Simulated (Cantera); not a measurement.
What does this Cantera script print?

```python
import numpy as np
import cantera as ct

gas_names = """
    H HO2 H2 H2O H2O2 O OH O2 O3 Si SiH SiH2 SiH3 SiH4 SiO SiO2 Si2 Si3
""".split()
cond_names = """
    H2O(s) H2O(L) Si(cr) Si(L) SiO2(Lqz) SiO2(hqz) SiO2(L)
""".split()


# ... load() reads the species with a 1 bar reference pressure and builds the phases ...
atoms = {
    'Si': {'Si': 1},
    'H2O': {'H': 2, 'O': 1},
    'H2': {'H': 2},
}
top_T = {}  # K; cautious upper limits of use, not melting points


# ... equilibrate(T, P, feed) seeds the gas with the atoms and calls Mixture.equilibrate('TP', solver="vcs", rtol=1e-11, max_steps=5000) ...
results = []
feed = {'Si': 1, 'H2O': 2.5, 'H2': 0.21}  # mol
P = 69000  # Pa
for T in [773, 873, 973, 1073, 1173, 1273, 1373, 1473, 1573, 1673, 1773]:
    mix = equilibrate(T, P, feed)
    results.append((T, P, feed, dict(zip(mix.species_names, mix.species_moles))))

top = {s: max(r[3][s] / sum(r[3][g] for g in gas_names) for r in results) for s in gas_names}
cols = sorted((s for s in top if top[s] > 0.001), key=lambda s: -top[s])[:9]
seen = [c for c in cond_names if any(r[3].get(c, 0) > 1e-12 for r in results)]
print("log10 of partial pressures in bar; condensed amounts in mol")
print(f"{'T/K':>10s}" + "".join(f"{s[:9]:>10s}" for s in cols + seen))
for T, P, feed, n in results:
    ng = sum(n[g] for g in gas_names)
    print(f"{T:10.4g}" + "".join(f"{np.log10(max(n[s] / ng * P / 1e5, 1e-99)):10.3f}" for s in cols)
          + "".join(f"{n.get(c, 0):10.4g}" for c in seen))
```

Output:

```
log10 of partial pressures in bar; condensed amounts in mol
       T/K        H2       H2O SiO2(Lqz) SiO2(hqz)   SiO2(L)
       773    -0.250    -0.895         1         0         0
       873    -0.250    -0.895         0         1         0
       973    -0.250    -0.895         0         1         0
      1073    -0.250    -0.895         0         1         0
      1173    -0.250    -0.895         0         1         0
      1273    -0.250    -0.895         0         1         0
      1373    -0.250    -0.895         0         1         0
      1473    -0.250    -0.895         0         1         0
      1573    -0.250    -0.895         0         1         0
      1673    -0.250    -0.895         0         1         0
      1773    -0.250    -0.895         0         0         1
```

These are equilibrium values from Cantera (NASA tables, ideal gas, pure condensed phases), not measurements of a reactor. The tables hold silica as quartz up to 1696 K and as liquid above; real silica turns to tridymite and cristobalite and melts near 1996 K. Gases not in the tables: Si(OH)4.
